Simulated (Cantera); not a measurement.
A closed system holds: 1 mol PbO, 0.52 mol CO, at 1.33 mbar.

Cantera equilibrium calculation (NASA polynomials, part measured and part estimated; ideal gas, pure solids and liquids). Candidate condensed phases: C, Pb, PbO, PbO2, Pb3O4; 15 gas species. Rates play no part. All values below are at 1927 °C.

Base state: Pb 0.498, CO2 0.198, O2 0.136, CO 0.0883, PbO 0.0522, O 0.0274 (mole fractions); condensed: gas only.

Problem. What changes in the equilibrium state with this change: pressure from 1.33 mbar to 2.80 bar?

Solution. 
```tsv
species	before	after
Pb	0.498	0.334
CO2	0.198	0.325
PbO	0.0522	0.319
O2	0.136	0.00542
O	0.0274	0.000119
CO	0.0883	0.0159
Pb2	1.12e-6	0.00106
```
Gases not in the tables: (PbO)n polymers.
